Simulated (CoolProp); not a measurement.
Hydrogen chloride along the isotherm 83.65 °C: density (kg/m³) from the reference equation and from simpler models built on Tc = 51.5 °C, pc = 8.314 MPa, ω = 0.130; each cubic takes its own stable root.

Model: reference Helmholtz-energy equation of state, Thol 2018, in CoolProp.

```json
[
 {"p (MPa)": "9.24", "phase": "supercritical", "reference": "178.5", "ideal gas": "113.6", "van der Waals": "177.7", "Soave-Redlich-Kwong": "171.7", "Peng-Robinson": "179.8"},
 {"p (MPa)": "18.5", "phase": "supercritical", "reference": "616.6", "ideal gas": "227.4", "van der Waals": "467.3", "Soave-Redlich-Kwong": "496.6", "Peng-Robinson": "539.8"},
 {"p (MPa)": "27.7", "phase": "supercritical", "reference": "741.0", "ideal gas": "340.4", "van der Waals": "533.4", "Soave-Redlich-Kwong": "615.9", "Peng-Robinson": "677.1"},
 {"p (MPa)": "36.9", "phase": "supercritical", "reference": "804.5", "ideal gas": "453.5", "van der Waals": "571.3", "Soave-Redlich-Kwong": "682.7", "Peng-Robinson": "753.5"},
 {"p (MPa)": "46.2", "phase": "supercritical", "reference": "848.8", "ideal gas": "567.8", "van der Waals": "598.3", "Soave-Redlich-Kwong": "730.3", "Peng-Robinson": "807.5"},
 {"p (MPa)": "55.4", "phase": "supercritical", "reference": "882.9", "ideal gas": "680.9", "van der Waals": "619.0", "Soave-Redlich-Kwong": "766.8", "Peng-Robinson": "848.6"},
 {"p (MPa)": "64.7", "phase": "supercritical", "reference": "911.2", "ideal gas": "795.2", "van der Waals": "636.0", "Soave-Redlich-Kwong": "796.9", "Peng-Robinson": "882.5"},
 {"p (MPa)": "73.9", "phase": "supercritical", "reference": "935.2", "ideal gas": "908.3", "van der Waals": "650.1", "Soave-Redlich-Kwong": "822.1", "Peng-Robinson": "910.6"},
 {"p (MPa)": "83.1", "phase": "supercritical", "reference": "956.3", "ideal gas": "1021", "van der Waals": "662.3", "Soave-Redlich-Kwong": "843.8", "Peng-Robinson": "934.9"}
]
```
